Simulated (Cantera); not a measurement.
Cantera run, input and output.

```python
import numpy as np
import cantera as ct

gas = ct.Solution("gri30.yaml")


def delay(T, t_max=10):
    gas.TPX = T, 930000, {'CH4': 1, 'O2': 2.74, 'N2': 8.77}
    reactor = ct.IdealGasConstPressureReactor(gas, clone=False)
    net = ct.ReactorNet([reactor])
    net.rtol, net.atol = 1e-8, 1e-16
    while net.time < t_max:
        t_old, T_old = net.time, reactor.T
        net.step()
        if reactor.T > T + 400:  # ignition: a rise of 400 K
            return t_old + (T + 400 - T_old) / (reactor.T - T_old) * (net.time - t_old)
    return np.nan


taus = []
for T in [1025, 1100, 1175, 1250, 1325, 1400]:
    taus.append(delay(T))
    print(f"T0 = {T:6g} K   tau = {taus[-1]:.4e} s")
```

Result:

```
T0 =   1025 K   tau = 4.7101e-02 s
T0 =   1100 K   tau = 1.4724e-02 s
T0 =   1175 K   tau = 5.3182e-03 s
T0 =   1250 K   tau = 2.1102e-03 s
T0 =   1325 K   tau = 8.9839e-04 s
T0 =   1400 K   tau = 4.0640e-04 s
```

Detailed kinetics in Cantera: GRI-Mech 3.0 (53 species, 325 reactions).
